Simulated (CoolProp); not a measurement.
Values from CoolProp's reference Helmholtz-energy equation of state, Tillner-Roth 1997.

For CH2F2 (R32), give the phase and the cp (kJ/(kg K)), cv (kJ/(kg K)), speed of sound (m/s) at -92.75 °C and 203 bar; -81.95 °C and 203 bar; -76.55 °C and 203 bar.


- -92.75 °C and 203 bar: liquid; cp 1.54, cv 0.986, speed of sound 1260
- -81.95 °C and 203 bar: liquid; cp 1.53, cv 0.972, speed of sound 1210
- -76.55 °C and 203 bar: liquid; cp 1.53, cv 0.966, speed of sound 1180
